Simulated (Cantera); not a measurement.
Mixture: C3H8 : O2 : N2 = 2.4 : 6.02 : 22.7 (molar parts), at 5.00 bar, adiabatic and at constant pressure. Ignition delay is the time to a rise of 400 K.

Cantera simulation using GRI-Mech 3.0 (53 species, 325 reactions); the numbers are that mechanism's predictions, not measurements. GRI-Mech 3.0 was tuned for natural gas; its chemistry of propane as a main component is partial and can be far from experiment.

Predict: delay at 1000 K; delay at 1150 K; delay at 1300 K; delay at 1450 K; delay at 1600 K; apparent activation energy between 1450 and 1600 K.


```json
{
  "delay at 1000 K": "0.157 s",
  "delay at 1150 K": "7.55 ms",
  "delay at 1300 K": "0.465 ms",
  "delay at 1450 K": "55.7 µs",
  "delay at 1600 K": "13.0 µs",
  "apparent activation energy between 1450 and 1600 K": "190 kJ/mol"
}
```
